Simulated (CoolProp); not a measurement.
Oxygen along the isotherm 159.8 K: fugacity coefficient from the reference equation and from simpler models built on Tc = 154.6 K, pc = 5046 kPa, ω = 0.022; each cubic takes its own stable root.

Model: reference Helmholtz-energy equation of state, Schmidt 1985, in CoolProp.

```csv
p (kPa),phase,reference
79.8,gas,0.9952
129,gas,0.9923
208,gas,0.9876
336,gas,0.9800
544,gas,0.9677
878,gas,0.9480
1420,gas,0.9162
2290,gas,0.8657
3700,gas,0.7845
5980,supercritical,0.6464
9670,supercritical,0.4615
15600,supercritical,0.3451
25200,supercritical,0.2812
```

Task: How far does each simpler model (van der Waals, Redlich-Kwong, Soave-Redlich-Kwong, Peng-Robinson) lie from the reference over these 13 states: mean and median of the absolute difference, and the worst?

Result: 
- van der Waals: mean 3.7 %, median 0.8 %, worst +21.5 % at 159.8 K and 25200 kPa
- Redlich-Kwong: mean 0.7 %, median 0.2 %, worst +3.6 % at 159.8 K and 25200 kPa
- Soave-Redlich-Kwong: mean 0.7 %, median 0.2 %, worst +3.8 % at 159.8 K and 25200 kPa
- Peng-Robinson: mean 2.0 %, median 1.2 %, worst -6.2 % at 159.8 K and 25200 kPa
